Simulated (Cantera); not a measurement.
Charge: 1 mol Si, 0.038 mol N2O, 280 mol N2, at 340000 Pa.

Equilibrium computed with Cantera from the NASA thermochemical tables; the gas is ideal and each condensed phase is pure. Candidate condensed phases: Si, SiO2, Si2N2O, Si3N4; 16 gas species. Mutual solubility and eutectic melting of coexisting phases are not modelled. Rates play no part.

log p: log10 of the partial pressure in bar; n: condensed amount in mol.

| T (°C) | log p N2 | log p SiO | log p Si | log p SiN | log p Si2N | n Si2N2O(s) | n Si3N4(s) |
|---|---|---|---|---|---|---|---|
| 1252 | 0.53 | -7.35 | [?] | -10.49 | <-11 | 0.0380 | 0.308 |
| 1302 | 0.53 | -6.72 | [?] | -9.83 | <-11 | 0.0380 | 0.308 |
| 1352 | 0.53 | -6.14 | [?] | -9.21 | <-11 | 0.0379 | 0.308 |
| 1402 | 0.53 | -5.59 | [?] | -8.62 | -10.72 | 0.0378 | 0.308 |
| 1452 | 0.53 | -5.07 | [?] | -8.08 | -9.93 | 0.0373 | 0.308 |
| 1502 | 0.53 | -4.58 | [?] | -7.56 | -9.18 | 0.0358 | 0.309 |
| 1552 | 0.53 | -4.12 | [?] | -7.07 | -8.48 | 0.0318 | 0.310 |
| 1602 | 0.53 | -3.68 | [?] | -6.61 | -7.82 | 0.0210 | 0.314 |
| 1652 | 0.53 | -3.34 | [?] | -6.17 | -7.19 | 0 | 0.321 |
| 1702 | 0.53 | -3.34 | [?] | -5.76 | -6.60 | 0 | 0.321 |
| 1752 | 0.53 | -3.34 | [?] | -5.36 | -6.04 | 0 | 0.320 |
| 1802 | 0.53 | -3.34 | [?] | -4.99 | -5.50 | 0 | 0.320 |
| 1852 | 0.53 | -3.34 | [?] | -4.63 | -4.99 | 0 | 0.318 |

Question: Some entries are withheld; supply them.

Answer: 
- 1252, log p Si: -10.82
- 1302, log p Si: -10.07
- 1352, log p Si: -9.37
- 1402, log p Si: -8.71
- 1452, log p Si: -8.09
- 1502, log p Si: -7.50
- 1552, log p Si: -6.95
- 1602, log p Si: -6.43
- 1652, log p Si: -5.93
- 1702, log p Si: -5.46
- 1752, log p Si: -5.02
- 1802, log p Si: -4.59
- 1852, log p Si: -4.19
